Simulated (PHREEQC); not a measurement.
Make-up at 25 °C: 0.044 mol HF, 0.0015 mol NH4F and 0.00011 mol H2SiF6 per kg of water. Closed to the air; pH follows from the charge balance.

Model: ion-association model, phreeqc.dat, run in PHREEQC.

No solid was allowed to form.

Problem. Order these F species by the share of F that they hold, largest first: SiF6-2, F-, HF, HF2-.

Solution. HF (83 %), F- (12 %), HF2- (3.6 %), SiF6-2 (1.4 %)

The pH is 2.31 and the ionic strength 0.00688 mol/kgw. SiF6-2 is the database's only silicon fluoride.
